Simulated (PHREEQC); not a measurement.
NH3 is added in steps, without added water, to 1 kg of water holding 0.22 mol/kgw HF, 0.0016 mol/kgw NH4F and 0.015 mol/kgw H2SiF6, at 80 °C. O2 is buffered at 0.21 atm. CO2 from the air is kept out. The run lets Chalcedony precipitate or redissolve, and no other solid.

Base run: PHREEQC, ion-association model, wateq4f.dat. Each further column changes one thing. The table gives pH.

```json
[
 {"NH3 added (mol)": "0", "base": "1.57", "Debye-Hückel limiting law": "1.61", "Davies equation for every ion": "1.59", "database phreeqc.dat": "1.56", "all activity coefficients set to 1": "1.51"},
 {"NH3 added (mol)": "0.0375", "base": "2.24", "Debye-Hückel limiting law": "2.24", "Davies equation for every ion": "2.25", "database phreeqc.dat": "2.20", "all activity coefficients set to 1": "2.29"},
 {"NH3 added (mol)": "0.1125", "base": "3.24", "Debye-Hückel limiting law": "3.20", "Davies equation for every ion": "3.26", "database phreeqc.dat": "3.21", "all activity coefficients set to 1": "3.39"},
 {"NH3 added (mol)": "0.15", "base": "3.61", "Debye-Hückel limiting law": "3.55", "Davies equation for every ion": "3.63", "database phreeqc.dat": "3.59", "all activity coefficients set to 1": "3.78"},
 {"NH3 added (mol)": "0.1875", "base": "4.01", "Debye-Hückel limiting law": "3.94", "Davies equation for every ion": "4.04", "database phreeqc.dat": "4.00", "all activity coefficients set to 1": "4.19"},
 {"NH3 added (mol)": "0.2625", "base": "5.76", "Debye-Hückel limiting law": "5.73", "Davies equation for every ion": "5.80", "database phreeqc.dat": "5.89", "all activity coefficients set to 1": "5.88"},
 {"NH3 added (mol)": "0.3", "base": "6.04", "Debye-Hückel limiting law": "6.00", "Davies equation for every ion": "6.08", "database phreeqc.dat": "6.20", "all activity coefficients set to 1": "6.15"},
 {"NH3 added (mol)": "0.3375", "base": "6.93", "Debye-Hückel limiting law": "6.93", "Davies equation for every ion": "6.93", "database phreeqc.dat": "7.03", "all activity coefficients set to 1": "6.93"},
 {"NH3 added (mol)": "0.4125", "base": "7.50", "Debye-Hückel limiting law": "7.50", "Davies equation for every ion": "7.50", "database phreeqc.dat": "7.59", "all activity coefficients set to 1": "7.50"},
 {"NH3 added (mol)": "0.45", "base": "7.63", "Debye-Hückel limiting law": "7.63", "Davies equation for every ion": "7.63", "database phreeqc.dat": "7.73", "all activity coefficients set to 1": "7.63"},
 {"NH3 added (mol)": "0.4875", "base": "7.74", "Debye-Hückel limiting law": "7.74", "Davies equation for every ion": "7.74", "database phreeqc.dat": "7.83", "all activity coefficients set to 1": "7.74"},
 {"NH3 added (mol)": "0.5625", "base": "7.89", "Debye-Hückel limiting law": "7.89", "Davies equation for every ion": "7.89", "database phreeqc.dat": "7.99", "all activity coefficients set to 1": "7.89"},
 {"NH3 added (mol)": "0.6", "base": "7.95", "Debye-Hückel limiting law": "7.95", "Davies equation for every ion": "7.95", "database phreeqc.dat": "8.05", "all activity coefficients set to 1": "7.95"}
]
```

wateq4f.dat counts part of the HF as a dimer, H2F2, which phreeqc.dat doesn't know; its constant is uncertain. Constants without temperature data keep their 25 °C values here. SiF6-2 is the database's only silicon fluoride. phreeqc.dat and wateq4f.dat share most of their constants, so their agreement is no independent check. Solids allowed in the column 'database phreeqc.dat': SiO2(a).
